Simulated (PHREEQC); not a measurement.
Make-up at 20 °C: 0.0015 mol/kgw HF, 0.068 mol/kgw NH4HF2 and 0.16 mol/kgw H3PO4. Closed to the air; pH follows from the charge balance.

Computed with PHREEQC (ion-association model, wateq4f.dat).

```csv
quantity,before,after
pH,1.95,3.18
ionic strength (mol/kgw),0.0814,0.226
H3PO4 (mol/kgw),0.0879,0.00960
HF (mol/kgw),0.0827,0.0391
H2PO4- (mol/kgw),0.0721,0.150
H2F2 (mol/kgw),0.0217,0.00502
```

Q: Name the change that produced these shifts.
A. diluted 10-fold with water
B. temperature from 20 to 5 °C
C. H3PO4 replaced by K2HPO4 at the same molality
D. H3PO4 replaced by NaH2PO4 at the same molality
E. temperature from 20 to 15 °C

A: D, H3PO4 replaced by NaH2PO4 at the same molality

No solid was allowed to form. wateq4f.dat counts part of the HF as a dimer, H2F2, which phreeqc.dat doesn't know; its constant is uncertain. H3PO4, which wateq4f.dat lacks, is added to it with the constant of phreeqc.dat.
